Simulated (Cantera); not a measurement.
Input: 1 mol CsOH, 0.37 mol O2, equilibrated at 0.360 bar.

Method: chemical equilibrium by Gibbs-energy minimisation in Cantera with the NASA 1993 tables (ideal gas, pure condensed phases). Candidate condensed phases: Cs, CsOH, H2O; 15 gas species. Equilibrium is a limit: real reactors are often held back by kinetics, nucleation or transport. All values below are at 1577 °C.

Base state: CsOH 0.691, O2 0.271, Cs 0.0242, H2O 0.0126, CsO 0.00131, OH 0.000451, O 0.000167, Cs2(OH)2 7.09e-5 (mole fractions); condensed: gas only.

Question: What changes in the equilibrium state with this change: O2 from 0.37 to 0.017 mol?

Answer: 
| species | before | after |
|---|---|---|
| CsOH | 0.691 | 0.907 |
| Cs | 0.0242 | 0.0431 |
| O2 | 0.271 | 0.0267 |
| H2O | 0.0126 | 0.0218 |
| H2 | 3.41e-6 | 1.88e-5 |
| O | 0.000167 | 5.25e-5 |
| CsO | 0.00131 | 0.000733 |
| Cs2(OH)2 | 7.09e-5 | 0.000122 |
